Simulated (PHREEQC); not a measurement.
A solution holds 0.011 mmol/kgw NaHCO3, 0.021 mmol/kgw Ca(NO3)2 and 0.0074 mmol/kgw NaNO3, at 57 °C. Closed to the air; pH follows from the charge balance.

Model: ion-association model, phreeqc.dat, run in PHREEQC.

This is a speciation only: nothing precipitates in the calculation.

**Question.** What pH does the model give?

**Answer.** pH 7.19.

**Question.** In which forms is C present?

**Answer.** HCO3- 89 %, CO2 11 % of the C.

Away from 25 °C the constants follow the database's enthalpies or fits; those with neither stay at their 25 °C values.
